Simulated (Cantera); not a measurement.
An isothermal, constant-pressure homogeneous reactor starts with C₂H₆ : H₂ = 1 : 1.1 (molar parts), at 1525 K and 3.90 Torr.

Model: GRI-Mech 3.0 (53 species, 325 reactions), integrated in Cantera. GRI-Mech 3.0 stops at C3 and has no aromatics, soot or wall deposition, so with more carbon than oxygen in the feed, carbon stays in small species such as C2H2 where larger ones or solid carbon would form. Radical loss at walls, strong at low pressure, is not modelled.

Predict: x(C₂H₆) at 200 s; x(H₂) at 200 s; x(CH₄) at 200 s; x(H) at 200 s; x(C₂H₂) at 200 s; x(CH₂) at 200 s.


```json
{
  "x(C₂H₆) at 200 s": "2.60e-8 (gas-phase equilibrium 5.92e-9)",
  "x(H₂) at 200 s": "0.753 (gas-phase equilibrium 0.755)",
  "x(CH₄) at 200 s": "0.00310 (gas-phase equilibrium 0.00109)",
  "x(H) at 200 s": "0.000285 (gas-phase equilibrium 0.000287)",
  "x(C₂H₂) at 200 s": "0.243 (gas-phase equilibrium 0.243)",
  "x(CH₂) at 200 s": "7.57e-9 (gas-phase equilibrium 2.74e-9)"
}
```
